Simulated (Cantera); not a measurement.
Input: 1 mol Mg(OH)2, 0.3 mol H2, 9 mol H2O, equilibrated at 2023 K and 4400 Pa.

These are equilibrium values from Cantera (NASA tables, ideal gas, pure condensed phases), not measurements of a reactor. Candidate condensed phases: H2O, Mg, MgO, Mg(OH)2; 15 gas species. Equilibrium is a limit: real reactors are often held back by kinetics, nucleation or transport.

Base state: H2O 0.956, H2 0.0347, OH 0.00484, O2 0.00202, H 0.00169, O 0.000171, Mg(OH)2 4.51e-5, Mg 1.74e-5 (mole fractions); condensed: MgO(s).

What changes in the equilibrium state with this change: temperature from 2023 K to 925 K?


```tsv
species	before	after
H2O	0.956	0.971
H2	0.0347	0.0291
OH	0.00484	<1e-9
Mg(OH)2	4.51e-5	<1e-9
O2	0.00202	<1e-9
H	0.00169	<1e-9
O	0.000171	<1e-9
Mg	1.74e-5	<1e-9
MgO(s), mol	0.999	1.00
```

What changes in the equilibrium state with this change: pressure from 4400 Pa to 1000 Pa?


```tsv
species	before	after
H2O	0.956	0.938
H2	0.0347	0.0429
OH	0.00484	0.00895
Mg	1.74e-5	9.64e-5
O	0.000171	0.000596
O2	0.00202	0.00560
MgOH	1.15e-5	2.69e-5
MgO(s), mol	0.999	0.998
```
